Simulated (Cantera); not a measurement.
Source: NASA polynomial tables (part measured, part estimated), evaluated in Cantera. Values are per mole of reaction as written; species without (g) are pure solids or liquids, kept so even where they would boil at 1 bar.

HF(g) + CH2F2(g) + 2 CH3(g) → 3 CH3F(g)

```csv
T (K),ΔH° (kJ),ΔS° (J/K),ΔG° (kJ),log10 K
2475,(withheld),(withheld),(withheld),(withheld)
2575,-280.1,-157.4,125.1,-2.54
2675,(withheld),(withheld),(withheld),(withheld)
2775,(withheld),(withheld),(withheld),(withheld)
2875,-276.6,-156.1,172.1,-3.13
```

Task: What belongs in the gaps?

Result: 
- 2475, ΔH° (kJ): -281.3
- 2475, ΔS° (J/K): -157.8
- 2475, ΔG° (kJ): 109.4
- 2475, log10 K: -2.31
- 2675, ΔH° (kJ): -279.0
- 2675, ΔS° (J/K): -156.9
- 2675, ΔG° (kJ): 140.8
- 2675, log10 K: -2.75
- 2775, ΔH° (kJ): -277.8
- 2775, ΔS° (J/K): -156.5
- 2775, ΔG° (kJ): 156.5
- 2775, log10 K: -2.95
